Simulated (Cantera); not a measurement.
Input: 1 mol CS2, 0.19 mol SO2, 0.074 mol O2, equilibrated at 52.0 Pa.

Method: chemical equilibrium by Gibbs-energy minimisation in Cantera with the NASA 1993 tables (ideal gas, pure condensed phases). Candidate condensed phases: C, S; 22 gas species. Gases not in the tables: S3 to S7. Kinetics and transport are ignored. All values below are at 777 °C.

Base state: S2 0.380, CO 0.316, CS2 0.293, COS 0.0114, CO2 0.000105 (mole fractions); condensed: gas only.

Question: What changes in the equilibrium state with this change: SO2 from 0.19 to 0.063 mol?

Answer: 
```
species    before    after
-------  --------  -------
CS2         0.293    0.558
S2          0.380    0.232
CO          0.316    0.205
COS        0.0114  0.00576
CO2      0.000105  1.42e-5
```
